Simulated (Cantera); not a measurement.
Charge: 1 mol Si, 0.67 mol O₂, 3.2 mol N₂, at 1423 K and 0.000900 Torr.

These are equilibrium values from Cantera (NASA tables, ideal gas, pure condensed phases), not measurements of a reactor. Candidate condensed phases: Si, SiO₂, Si₂N₂O, Si₃N₄; 16 gas species. The tables hold silica as quartz up to 1696 K and as liquid above; real silica turns to tridymite and cristobalite and melts near 1996 K. Equilibrium is a limit: real reactors are often held back by kinetics, nucleation or transport.

Base state: N₂ 0.829, SiO 0.171 (mole fractions); condensed: SiO₂(β-quartz).

Problem. What changes in the equilibrium state with this change: temperature from 1423 K to 1150 K?

Solution. 
| species | before | after |
|---|---|---|
| N₂ | 0.829 | 0.999 |
| SiO | 0.171 | 0.000779 |
| SiO₂(β-quartz), mol | 0.340 | 0.559 |
| Si₂N₂O(s), mol | 0 | 0.219 |
N₂ is the only nitrogen source here; it is nearly inert below about 1500 K, so the nitride shown seldom forms there in practice. Mutual solubility and eutectic melting of coexisting phases are not modelled.

Problem. What changes in the equilibrium state with this change: Si replaced by SiC?

Solution. 
```
species               before     after
-------------------  -------  --------
N₂                     0.829     0.705
CO                         0     0.148
SiO                    0.171     0.147
Si                   3.85e-9  0.000181
SiO₂(β-quartz), mol    0.340         0
SiC(s), mol                0     0.330
```
Further candidate phases: C, SiC.

Problem. What changes in the equilibrium state with this change: pressure from 0.000900 Torr to 975 Torr?

Solution. 
```csv
species,before,after
N₂,0.829,1.00
SiO,0.171,1.78e-7
"SiO₂(β-quartz), mol",0.340,0.560
"Si₂N₂O(s), mol",0,0.220
```
N₂ is the only nitrogen source here; it is nearly inert below about 1500 K, so the nitride shown seldom forms there in practice. Mutual solubility and eutectic melting of coexisting phases are not modelled.
